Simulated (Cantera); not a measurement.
# Adiabatic ignition

An adiabatic, constant-volume homogeneous reactor starts with 3.32 % CH₄, 0.797 % CO, 20.1 % O₂, 75.7 % N₂, equivalence ratio 0.35, at 1350 K and 9.87 atm.

Model: GRI-Mech 3.0 (53 species, 325 reactions), integrated in Cantera.

| t (s) | T (K) | P (bar) | x CH₄ | x CO | x O₂ | x H | x OH | x C₂H₂ |
|---|---|---|---|---|---|---|---|---|
| 5.00e-6 | 1350 | 10.00 | 0.0332 | 0.00797 | 0.201 | 2.80e-10 | 2.33e-9 | <1e-12 |
| 1.44e-5 | 1350 | 10.00 | 0.0332 | 0.00797 | 0.201 | 7.13e-10 | 6.19e-9 | <1e-12 |
| 4.16e-5 | 1350 | 10.0 | 0.0332 | 0.00797 | 0.201 | 2.96e-9 | 2.36e-8 | <1e-12 |
| 0.000120 | 1350 | 10.0 | 0.0331 | 0.00797 | 0.201 | 1.96e-8 | 1.20e-7 | 3.11e-11 |
| 0.000347 | 1357 | 10.1 | 0.0323 | 0.00804 | 0.201 | 1.65e-7 | 7.01e-7 | 1.34e-8 |
| 0.00100 | 2312 | 17.1 | <1e-12 | 0.000345 | 0.130 | 2.48e-5 | 0.00271 | <1e-12 |
| 0.00289 | 2309 | 17.1 | <1e-12 | 0.000340 | 0.130 | 2.42e-5 | 0.00267 | <1e-12 |
| 0.00833 | 2302 | 17.0 | <1e-12 | 0.000328 | 0.129 | 2.30e-5 | 0.00260 | <1e-12 |
| 0.0240 | 2290 | 16.9 | <1e-12 | 0.000307 | 0.126 | 2.11e-5 | 0.00248 | <1e-12 |
| 0.0693 | 2282 | 16.9 | <1e-12 | 0.000295 | 0.125 | 1.99e-5 | 0.00241 | <1e-12 |
| 0.200 | 2281 | 16.8 | <1e-12 | 0.000293 | 0.125 | 1.98e-5 | 0.00240 | <1e-12 |
x: mole fraction; the columns are a selection and need not sum to one.

```
Item                                                                   Value
---------------------------------  -----------------------------------------
time of steepest temperature rise                                   0.550 ms
temperature at 0.200 s                                                2281 K
equilibrium temperature                                               2281 K
x(CH₄) at 0.200 s                      <1e-12 (gas-phase equilibrium <1e-12)
x(CO) at 0.200 s                   0.000293 (gas-phase equilibrium 0.000293)
x(O₂) at 0.200 s                         0.125 (gas-phase equilibrium 0.125)
```
